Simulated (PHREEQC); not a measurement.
Dissolve 0.29 mol HF, 0.012 mol NH4F, 0.0036 mol H2SiF6 and 0.067 mol (NH4)2SO4 per kg of water at 25 °C. Closed to the air; pH follows from the charge balance.

Equilibrium calculation in PHREEQC: ion-association model, wateq4f.dat.

Precipitation was switched off in this run.

Task: Order these S species by the share of S that they hold, largest first: NH4SO4-, SO4-2, HSO4-.

Result: SO4-2 (54 %), NH4SO4- (27 %), HSO4- (18 %)

The pH is 2.08 and the ionic strength 0.178 mol/kgw. Complexes and solids missing from the database can't appear. wateq4f.dat counts part of the HF as a dimer, H2F2, which phreeqc.dat doesn't know; its constant is uncertain. SiF6-2 is the database's only silicon fluoride.
